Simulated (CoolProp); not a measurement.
Vapour pressure (bar) of R1233zd(E): the reference equation beside estimates from Tc = 165.7 °C, pc = 35.83 bar, ω = 0.304.

Computed with CoolProp (reference Helmholtz-energy equation of state, Akasaka 2022).

```json
[
 {"T (°C)": "4.15", "reference": "0.5800", "Redlich-Kwong": "1.238", "Soave-Redlich-Kwong": "0.5722"},
 {"T (°C)": "16.05", "reference": "0.9363", "Redlich-Kwong": "1.842", "Soave-Redlich-Kwong": "0.9284"},
 {"T (°C)": "28.05", "reference": "1.451", "Redlich-Kwong": "2.646", "Soave-Redlich-Kwong": "1.446"},
 {"T (°C)": "39.95", "reference": "2.158", "Redlich-Kwong": "3.671", "Soave-Redlich-Kwong": "2.159"},
 {"T (°C)": "51.85", "reference": "3.104", "Redlich-Kwong": "4.952", "Soave-Redlich-Kwong": "3.118"},
 {"T (°C)": "63.85", "reference": "4.350", "Redlich-Kwong": "6.536", "Soave-Redlich-Kwong": "4.385"},
 {"T (°C)": "75.75", "reference": "5.928", "Redlich-Kwong": "8.427", "Soave-Redlich-Kwong": "5.994"},
 {"T (°C)": "87.65", "reference": "7.905", "Redlich-Kwong": "10.66", "Soave-Redlich-Kwong": "8.011"},
 {"T (°C)": "99.65", "reference": "10.36", "Redlich-Kwong": "13.30", "Soave-Redlich-Kwong": "10.52"}
]
```

Absolute difference from the reference over all 9 rows, mean and median: Redlich-Kwong 64.2 and 59.5 %, Soave-Redlich-Kwong 0.9 and 0.8 %.
